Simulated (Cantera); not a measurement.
Input: 1 mol Si2H6, 4.4 mol NO, 3.7 mol N2, at 950 K and 0.100 bar.

These are equilibrium values from Cantera (NASA tables, ideal gas, pure condensed phases), not measurements of a reactor. Candidate condensed phases: H2O, Si, SiO2, Si2N2O, Si3N4; 35 gas species. The feed counts by its element totals alone. Rates play no part.

Base state: N2 0.663, H2 0.292, H2O 0.0449, NH3 1.06e-5 (mole fractions); condensed: SiO2(β-quartz).

Q: What changes in the equilibrium state with this change: 0.69 mol CO2 added?

A: 
| species | before | after |
|---|---|---|
| N2 | 0.663 | 0.615 |
| H2 | 0.292 | 0.228 |
| H2O | 0.0449 | 0.0849 |
| CO | 0 | 0.0432 |
| CO2 | 0 | 0.0288 |
| NH3 | 1.06e-5 | 7.04e-6 |
| SiO2(β-quartz), mol | 2.00 | 2.00 |
Further candidate phases: C, C6H6, C7H8, C8H18, SiC.

Q: What changes in the equilibrium state with this change: temperature from 950 K to 1975 K?

A: 
```json
[
 {"species": "N2", "before": "0.663", "after": "0.660"},
 {"species": "H2", "before": "0.292", "after": "0.287"},
 {"species": "H2O", "before": "0.0449", "after": "0.0476"},
 {"species": "SiO", "before": "<1e-9", "after": "0.00292"},
 {"species": "H", "before": "<1e-9", "after": "0.00232"},
 {"species": "OH", "before": "<1e-9", "after": "3.67e-5"},
 {"species": "NH3", "before": "1.06e-5", "after": "2.62e-7"},
 {"species": "SiO2(β-quartz), mol", "before": "2.00", "after": "0"},
 {"species": "SiO2(condensed), mol", "before": "0", "after": "1.97"}
]
```
The tables hold silica as quartz up to 1696 K and as liquid above; real silica turns to tridymite and cristobalite and melts near 1996 K.

Q: What changes in the equilibrium state with this change: NO from 4.4 to 1.3 mol?

A: 
```json
[
 {"species": "N2", "before": "0.663", "after": "0.535"},
 {"species": "H2", "before": "0.292", "after": "0.465"},
 {"species": "H2O", "before": "0.0449", "after": "2.01e-5"},
 {"species": "NH3", "before": "1.06e-5", "after": "1.91e-5"},
 {"species": "SiO2(β-quartz), mol", "before": "2.00", "after": "0.200"},
 {"species": "Si2N2O(s), mol", "before": "0", "after": "0.900"}
]
```
